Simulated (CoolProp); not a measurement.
Saturation properties of toluene.

The numbers come from the reference Helmholtz-energy equation of state, Lemmon 2006 in CoolProp. It is a short technical equation, of lower accuracy than the large ones.

```
T (K)  p (bar)  vapour density (kg/m³)  enthalpy of vaporisation (kJ/kg)  surface tension (mN/m)  liquid viscosity (µPa s)
-----  -------  ----------------------  --------------------------------  ----------------------  ------------------------
297.8  0.03731                  0.1394                             413.1                    27.9                       554
324.2   0.1285                  0.4433                             397.5                    24.8                       414
350.6   0.3556                   1.146                             381.6                    21.6                       324
376.9   0.8308                   2.532                             365.2                    18.6                       262
403.3    1.712                   4.995                             347.5                    15.7                       216
429.6    3.180                   9.012                             328.2                    13.0                       182
456      5.465                   15.28                             306.5                    10.3                       154
482.4    8.811                   24.77                             281.6                    7.80                       130
508.7    13.47                   39.04                             252.2                    5.47                       109
```

It boils at 383.7 K under 1 atm.

Viscosity comes from a separate model (Avgeri 2015). Surface tension comes from a separate correlation (Mulero 2012).
